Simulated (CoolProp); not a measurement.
A single-stage vapour-compression cycle with the fluid: evaporating at 325.15 K (dew point), condensing at 345.15 K (bubble point), superheat 2 K, subcooling 0 K, compressor efficiency 0.6, no pressure losses. The same conditions are run with several fluids, on thermodynamics alone (safety and materials aside).

Values from CoolProp's reference Helmholtz-energy equation of state of each fluid (propylene: Lemmon 2013; isobutane: Bücker 2006; R245ca: Zhou 2016; R11: Jacobsen 1992; benzene: Thol 2012; n-perfluoropentane: Gao 2022).

Q: Rank propylene, isobutane, R245ca, R11, benzene, n-perfluoropentane by cooling COP, highest first.

A: benzene (9.27), R11 (9.06), R245ca (8.80), isobutane (8.33), n-perfluoropentane (8.04), propylene (7.09)

```csv
fluid,pressure ratio,discharge temperature (K),refrigerating effect (kJ/kg),volumetric capacity (kJ/m³)
propylene,1.49,355.9,212,9990
isobutane,1.58,349.0,246,4490
R245ca,1.80,349.1,161,2210
R11,1.72,357.7,153,2070
benzene,2.01,361.3,380,433
n-perfluoropentane,1.78,345.1,62.7,1590
```

The compression ends wet for: n-perfluoropentane.
